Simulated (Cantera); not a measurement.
A closed system holds: 1 mol SiCl4, 720 mol H2, held at 1277 °C and 0.100 bar.

Method: chemical equilibrium by Gibbs-energy minimisation in Cantera with the NASA 1993 tables (ideal gas, pure condensed phases). Candidate condensed phases: Si; 19 gas species. The numbers say what is thermodynamically allowed, not how fast it happens.

Base state: H2 0.994, HCl 0.00535, H 9.93e-5, SiCl2 9.58e-5 (mole fractions); condensed: Si(s).

Q: What changes in the equilibrium state with this change: H2 from 720 to 5.2 mol?

A: 
```tsv
species	before	after
H2	0.994	0.616
HCl	0.00535	0.242
SiCl2	9.58e-5	0.110
SiCl3	2.96e-7	0.0195
SiCl4	2.55e-9	0.00968
SiHCl3	5.84e-8	0.00303
SiH2Cl2	2.18e-7	0.000154
Cl	4.26e-7	2.45e-5
Si(s), mol	0.928	0
```
The tables' values for SiCl3 are old estimates; treat these amounts as uncertain.
